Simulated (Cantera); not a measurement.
An isothermal, constant-pressure homogeneous reactor starts with NO : N2 = 1 : 4.4 (molar parts), at 1850 K and 0.118 atm. Integrator tolerance rtol = 1e-08.

Detailed kinetics in Cantera: GRI-Mech 3.0 (53 species, 325 reactions).

What does this change do: pressure from 0.118 atm to 0.0365 atm?


| quantity | before | after |
|---|---|---|
| x(NO) at 3.00 s | 0.173 (gas-phase equilibrium 0.00347) | 0.181 (gas-phase equilibrium 0.00347) |
| x(O) at 3.00 s | 5.29e-5 (gas-phase equilibrium 0.000169) | 7.51e-5 (gas-phase equilibrium 0.000304) |
| x(N2) at 3.00 s | 0.821 (gas-phase equilibrium 0.906) | 0.817 (gas-phase equilibrium 0.906) |
| x(N2O) at 3.00 s | 1.22e-5 (gas-phase equilibrium 7.36e-8) | 1.29e-5 (gas-phase equilibrium 4.08e-8) |
| x(NO2) at 3.00 s | 2.56e-5 (gas-phase equilibrium 1.79e-6) | 1.03e-5 (gas-phase equilibrium 9.92e-7) |
| x(O2) at 3.00 s | 0.00591 (gas-phase equilibrium 0.0908) | 0.00216 (gas-phase equilibrium 0.0907) |
Radical loss at walls, strong at low pressure, is not modelled.
